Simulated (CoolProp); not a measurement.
Vapour pressure (MPa) of CH2F2 (R32): the reference equation beside estimates from Tc = 351.3 K, pc = 5.783 MPa, ω = 0.277.

Values from CoolProp's reference Helmholtz-energy equation of state, Tillner-Roth 1997.

```json
[
 {"T (K)": "210.6", "reference": "0.05625", "Redlich-Kwong": "0.1175", "Soave-Redlich-Kwong": "0.05404", "Peng-Robinson": "0.05531"},
 {"T (K)": "217.4", "reference": "0.08185", "Redlich-Kwong": "0.1629", "Soave-Redlich-Kwong": "0.07941", "Peng-Robinson": "0.08072"},
 {"T (K)": "224.2", "reference": "0.1161", "Redlich-Kwong": "0.2203", "Soave-Redlich-Kwong": "0.1136", "Peng-Robinson": "0.1148"},
 {"T (K)": "231", "reference": "0.1608", "Redlich-Kwong": "0.2917", "Soave-Redlich-Kwong": "0.1585", "Peng-Robinson": "0.1594"},
 {"T (K)": "237.8", "reference": "0.2180", "Redlich-Kwong": "0.3789", "Soave-Redlich-Kwong": "0.2165", "Peng-Robinson": "0.2167"},
 {"T (K)": "244.6", "reference": "0.2902", "Redlich-Kwong": "0.4838", "Soave-Redlich-Kwong": "0.2898", "Peng-Robinson": "0.2890"},
 {"T (K)": "251.4", "reference": "0.3796", "Redlich-Kwong": "0.6082", "Soave-Redlich-Kwong": "0.3810", "Peng-Robinson": "0.3789"},
 {"T (K)": "258.2", "reference": "0.4890", "Redlich-Kwong": "0.7539", "Soave-Redlich-Kwong": "0.4929", "Peng-Robinson": "0.4889"},
 {"T (K)": "265", "reference": "0.6209", "Redlich-Kwong": "0.9229", "Soave-Redlich-Kwong": "0.6283", "Peng-Robinson": "0.6220"},
 {"T (K)": "271.8", "reference": "0.7785", "Redlich-Kwong": "1.117", "Soave-Redlich-Kwong": "0.7901", "Peng-Robinson": "0.7811"},
 {"T (K)": "278.7", "reference": "0.9677", "Redlich-Kwong": "1.341", "Soave-Redlich-Kwong": "0.9847", "Peng-Robinson": "0.9723"}
]
```

Absolute difference from the reference over all 11 rows, mean and median: Redlich-Kwong 69.5 and 66.7 %, Soave-Redlich-Kwong 1.5 and 1.4 %, Peng-Robinson 0.7 and 0.5 %.
